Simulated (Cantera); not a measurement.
What does this Cantera script print?

```python
import numpy as np
import cantera as ct

gas_names = """
    HF H BF3 F
""".split()
cond_names = """
    B(b) B(L)
""".split()


# ... load() reads the species with a 1 bar reference pressure and builds the phases ...
species = {s.name: s for s in load("nasa_gas.yaml", gas_names) + load("nasa_condensed.yaml", cond_names)}
# Each term lists the table entries of one substance; the one whose range holds T is used.
reactions = {
    '3 HF(g) + B = 3 H(g) + BF3(g)':
        [(-3, ['HF']), (-1, ['B(b)', 'B(L)']), (3, ['H']), (1, ['BF3'])],
    'B + 3 F(g) = BF3(g)':
        [(-1, ['B(b)', 'B(L)']), (-3, ['F']), (1, ['BF3'])],
}


def pick(names, T):
    return next(species[n] for n in names if species[n].thermo.min_temp <= T <= species[n].thermo.max_temp)


results = []
for label, terms in reactions.items():
    print(label)
    print("     T/K   dH/kJ  dS/(J/K)   dG/kJ   log10 K")
    for T in [300, 925, 950, 975, 1000, 1025]:
        used = [(nu, pick(names, T)) for nu, names in terms]
        dH = sum(nu * s.thermo.h(T) for nu, s in used) / 1e6
        dS = sum(nu * s.thermo.s(T) for nu, s in used) / 1e3
        dG = dH - T * dS / 1e3
        logK = -dG * 1e6 / (ct.gas_constant * T * np.log(10))
        results.append((label, T, dH, dS, dG, logK, [s.name for _, s in used]))
        print(f"{T:8g} {dH:8.1f} {dS:8.1f} {dG:8.1f} {logK:8.2f}")
```

Output:

```
3 HF(g) + B = 3 H(g) + BF3(g)
     T/K   dH/kJ  dS/(J/K)   dG/kJ   log10 K
     300    336.0     71.4    314.6   -54.78
     925    348.7     93.2    262.5   -14.82
     950    349.3     93.8    260.1   -14.30
     975    349.8     94.4    257.8   -13.81
    1000    350.4     95.0    255.4   -13.34
    1025    351.0     95.6    253.0   -12.89
B + 3 F(g) = BF3(g)
     T/K   dH/kJ  dS/(J/K)   dG/kJ   log10 K
     300  -1373.9   -227.9  -1305.5   227.30
     925  -1386.2   -251.9  -1153.2    65.12
     950  -1386.6   -252.2  -1146.9    63.06
     975  -1386.9   -252.6  -1140.6    61.11
    1000  -1387.2   -252.9  -1134.3    59.25
    1025  -1387.6   -253.2  -1128.0    57.48
```

Source: NASA polynomial tables (part measured, part estimated), evaluated in Cantera. Condensed species are held in their standard states even where they would react or evaporate.
